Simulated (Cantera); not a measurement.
Charge: 1 mol Si, 2.4 mol Cl2, 10 mol N2, at 0.100 bar.

Method: chemical equilibrium by Gibbs-energy minimisation in Cantera with the NASA 1993 tables (ideal gas, pure condensed phases). Candidate condensed phases: Si, Si3N4; 13 gas species. The tables' values for SiCl3 are old estimates; treat these amounts as uncertain. Kinetics and transport are ignored. All values below are at 1375 °C.

Base state: N2 0.856, SiCl4 0.0851, Cl 0.0475, Cl2 0.0108, SiCl3 0.000540 (mole fractions); condensed: gas only.

Problem. What changes in the equilibrium state with this change: Cl2 from 2.4 to 8.5 mol?

Solution. 
```csv
species,before,after
N2,0.856,0.510
Cl2,0.0108,0.223
Cl,0.0475,0.216
SiCl4,0.0851,0.0509
SiCl3,0.000540,7.09e-5
```
